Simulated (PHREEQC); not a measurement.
Dissolve 0.029 mol NaOH, 0.00024 mol H4SiO4 and 0.0061 mol Na2CO3 per kg of water at 20 °C. Closed to the air; pH follows from the charge balance.

Model: Pitzer model, pitzer.dat, run in PHREEQC.

This is a speciation only: nothing precipitates in the calculation.

Task: Order these Si species by the share of Si that they hold, largest first: H4SiO4, H3SiO4-, H2SiO4-2.

Result: H3SiO4- (75 %), H2SiO4-2 (25 %), H4SiO4 (0.14 %)

The pH is 12.54 and the ionic strength 0.0473 mol/kgw.
